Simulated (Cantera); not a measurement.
A freely propagating, adiabatic, planar premixed flame of 25.9 % CO, 8.27 % H2, 13.1 % O2, 49.4 % N2, 3.36 % H2O, unburnt at 625 K and 500000 Pa; mixture-averaged transport, grid criteria slope 0.08 and curve 0.16, no radiation.

Model: GRI-Mech 3.0 (53 species, 325 reactions), integrated in Cantera. The hydrogen kinetics of GRI-Mech 3.0 are dated; newer H2 mechanisms differ, most at raised pressure. Burning velocities carry a grid error of a few per cent, more on coarse grids.

x: mole fraction of selected species; z is measured from the peak of heat release.

```tsv
z (mm)	T (K)	u (m/s)	x CO	x H2	x O2	x NO	x NO2	x H2O2
-0.256	625	2.55	0.259	0.0827	0.131	<1e-8	<1e-8	<1e-8
-0.170	625	2.55	0.259	0.0824	0.131	<1e-8	<1e-8	<1e-8
-0.128	625	2.55	0.259	0.0817	0.131	<1e-8	<1e-8	2.79e-8
-0.0852	626	2.55	0.259	0.0793	0.132	<1e-8	<1e-8	4.62e-7
-0.0426	664	2.67	0.262	0.0671	0.132	1.62e-8	<1e-8	2.74e-5
-0.0213	…	3.63	0.255	…	0.123	…	…	…
0	…	5.36	…	…	…	…	<1e-8	…
0.0213	1709	6.52	0.185	0.0134	0.0560	8.96e-6	1.03e-8	2.68e-6
0.0426	1900	7.13	0.153	0.0118	0.0374	1.69e-5	1.36e-8	1.39e-6
0.0852	2094	7.71	0.125	0.0126	0.0240	3.08e-5	1.78e-8	7.37e-7
0.170	2257	8.21	0.111	0.0117	0.0165	5.03e-5	2.42e-8	4.40e-7
0.341	2383	8.59	0.102	0.0101	0.0111	7.85e-5	3.23e-8	2.90e-7
0.682	2471	8.85	0.0950	0.00900	0.00690	0.000121	4.05e-8	2.02e-7
```

Problem. Fill in the missing entries.

Solution. 
- -0.0213, T (K): 916
- -0.0213, x H2: 0.0491
- -0.0213, x NO: 3.35e-7
- -0.0213, x NO2: 1.08e-8
- -0.0213, x H2O2: 9.53e-5
- 0, T (K): 1378
- 0, x CO: 0.226
- 0, x H2: 0.0258
- 0, x O2: 0.0908
- 0, x NO: 2.67e-6
- 0, x H2O2: 1.68e-5
